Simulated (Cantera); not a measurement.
Charge: 1 mol AlN, 0.66 mol HCl, 2.9 mol N₂, held at 700 °C and 10.0 Torr.

These are equilibrium values from Cantera (NASA tables, ideal gas, pure condensed phases), not measurements of a reactor. Candidate condensed phases: Al, AlCl₃, AlN, NH₄Cl; 20 gas species. Equilibrium is a limit: real reactors are often held back by kinetics, nucleation or transport.

Base state: N₂ 0.838, H₂ 0.0710, AlCl₃ 0.0473, HCl 0.0434 (mole fractions); condensed: AlN(s).

Question: What changes in the equilibrium state with this change: HCl from 0.66 to 0.075 mol?

Answer: 
```tsv
species	before	after
N₂	0.838	0.978
H₂	0.0710	0.00873
HCl	0.0434	0.00776
AlCl₃	0.0473	0.00582
AlN(s), mol	0.831	0.983
```
